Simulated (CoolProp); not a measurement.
Vapour-liquid equilibrium of ethane (1) + propane (2) at 232.2 K; x and y are mole fractions of (1).

Computed with CoolProp (multi-fluid Helmholtz-energy mixture model, Bücker 2006 and Lemmon 2009; pair parameters Kunz 2012).

### Question
Give the bubble pressure and the first vapour's composition at x = 0.35, 0.5, 0.8. Is there an azeotrope?

### Answer
x = 0.35: 311.5 kPa, y = 0.758; x = 0.5: 404.7 kPa, y = 0.852; x = 0.8: 607.6 kPa, y = 0.958. No azeotrope shows between x = 0.05 and 0.95.

The pair parameters rest on a limited set of measurements; away from them the model extrapolates.
